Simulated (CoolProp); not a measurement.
R236FA at 367.58 K and 9.59 MPa flows at 2.6 m/s in a round tube of 2 mm bore and 0.25 µm roughness, fully developed (64/Re and Nu = 3.66 if laminar; Colebrook and Gnielinski if turbulent). Each further row changes one setting.

Computed with CoolProp (reference Helmholtz-energy equation of state, Pan 2012).

```
case              Reynolds number  Darcy friction factor  pressure drop (Pa/m)  heat-transfer coefficient (W/(m² K))  mass flow (kg/h)
----------------  ---------------  ---------------------  --------------------  ------------------------------------  ----------------
as stated                   38000                 0.0226                 45000                                  6010              34.6
velocity 5.2 m/s            75900                 0.0196                   [?]                                   [?]              69.2
diameter 4 mm               75900                 0.0194                   [?]                                   [?]               138
```

**Question.** What belongs in the gaps?

**Answer.** 
- velocity 5.2 m/s, pressure drop (Pa/m): 156000
- velocity 5.2 m/s, heat-transfer coefficient (W/(m² K)): 10900
- diameter 4 mm, pressure drop (Pa/m): 19200
- diameter 4 mm, heat-transfer coefficient (W/(m² K)): 5400

Viscosity comes from a separate model (Huber 2003), an estimate that may be off by 10 % or more. Thermal conductivity comes from a separate model (Huber 2003), an estimate that may be off by 10 % or more.
